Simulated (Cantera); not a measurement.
An isothermal plug-flow reactor at 548 K and 250000 Pa (inlet), inlet velocity 3 m/s, active area per volume 160 1/m; feed H₂ : O₂ : N₂ = 0.023 : 0.19 : 0.79 (molar parts).

Cantera simulation using Deutschmann's 1995 Pt surface mechanism with GRI-Mech 3.0 gas chemistry; the numbers are that mechanism's predictions, not measurements. Catalytic surfaces can have several steady states; this one follows from the mechanism file's or the stated starting coverage. Mass transfer to the wall is taken as infinitely fast.

Predict: x(H₂) at z = 0.035 m; x(O₂) at z = 0.035 m; x(H₂O) at z = 0.035 m; θ(free Pt) at the exit; θ(O*) at the exit; θ(OH*) at the exit.


| Item | Value |
|---|---|
| x(H₂) at z = 0.035 m | 0.00202 |
| x(O₂) at z = 0.035 m | 0.181 |
| x(H₂O) at z = 0.035 m | 0.0212 |
| θ(free Pt) at the exit | 0.0173 |
| θ(O*) at the exit | 0.961 |
| θ(OH*) at the exit | 0.0218 |
